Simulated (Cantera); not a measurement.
Source: NASA polynomial tables (part measured, part estimated), evaluated in Cantera. Values are per mole of reaction as written; species without (g) are pure solids or liquids, kept so even where they would boil at 1 bar.

### Question
Between 300 and 1073 K, where is each reaction favourable under standard conditions?
- 9 S + 6 CH₄(g) = C₆H₆(g) + 9 H₂S(g)

### Answer
- 9 S + 6 CH₄(g) = C₆H₆(g) + 9 H₂S(g): ΔG° is 132 kJ at 300 K and -326 kJ at 1073 K; it changes sign between 473 and 548 K. ΔH° is 243 kJ and ΔS° 530 J/K at 1073 K.
